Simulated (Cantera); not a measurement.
What does this Cantera script print?

```python
import numpy as np
import cantera as ct

gas_names = [...]  # 109 gases of nasa_gas.yaml made of C, Cl, H, Si
cond_names = """
    C(gr) C6H6(L) C7H8(L) C8H18(L),n-octa Si(cr) Si(L) SiC(b)
""".split()


# ... load() reads the species with a 1 bar reference pressure and builds the phases ...
atoms = {
    'Si(CH3)4': {'Si': 1, 'C': 4, 'H': 12},
    'HCl': {'H': 1, 'CL': 1},
    'H2': {'H': 2},
    'C2H4': {'C': 2, 'H': 4},
}
top_T = {'C(gr)': 4500, 'SiC(b)': 3050}  # K; cautious upper limits of use, not melting points


# ... equilibrate(T, P, feed) seeds the gas with the atoms and calls Mixture.equilibrate('TP', solver="vcs", rtol=1e-11, max_steps=5000) ...
results = []
feed = {'Si(CH3)4': 1, 'HCl': 1.5, 'H2': 1.5, 'C2H4': 0.031}  # mol
T = 2450  # K
P = 4300  # Pa
mix = equilibrate(T, P, feed)
results.append((T, P, feed, dict(zip(mix.species_names, mix.species_moles))))
x = sorted(zip(gas.X, gas.species_names), reverse=True)
print(f"T = {T:g} K  P = {P:g} Pa  gas = {mix.phase_moles(0):.4g} mol")
print("   x: " + "  ".join(f"{s} {v:.3e}" for v, s in x if v > 0.0001))
print("   condensed (mol): " + ("  ".join(f"{mix.phase(i).name} {mix.phase_moles(i):.4g}"
      for i in range(1, mix.n_phases) if mix.phase_moles(i) > 1e-12) or "none"))
```

Output:

```
T = 2450 K  P = 4300 Pa  gas = 9.745 mol
   x: H2 7.406e-01  HCL 1.270e-01  H 8.338e-02  Si 1.601e-02  CL 1.015e-02  SiCL2 7.109e-03  C2H2,acetylene 6.461e-03  SiC2 3.585e-03  SiCL 2.469e-03  Si2C 2.008e-03  SiH 8.160e-04  SiH2 1.339e-04
   condensed (mol): C(gr) 3.179  SiC(b) 0.6653
```

Equilibrium computed with Cantera from the NASA thermochemical tables; the gas is ideal and each condensed phase is pure. The tables' values for SiCl, SiCl3 are old estimates; treat these amounts as uncertain. Gases not in the tables: Si2H6 and higher silanes.
